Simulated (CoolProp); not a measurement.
cis-2-butene at 168.46 K and 6.36 MPa is throttled through a valve to 2.5 MPa with no heat exchange. Each further row changes one setting.

Values from CoolProp's reference Helmholtz-energy equation of state, Lemmon 2005. It is a short technical equation, of lower accuracy than the large ones.

| case | temperature change (K) | final density (kg/m³) |
|---|---|---|
| as stated | ? | 754 |
| outlet pressure 0.75 MPa | ? | ? |
| outlet pressure 3.25 MPa | +1.6 | 754 |

Problem. Complete the blanks.

Solution. 
- as stated, temperature change (K): +2.0
- outlet pressure 0.75 MPa, temperature change (K): +2.9
- outlet pressure 0.75 MPa, final density (kg/m³): 752
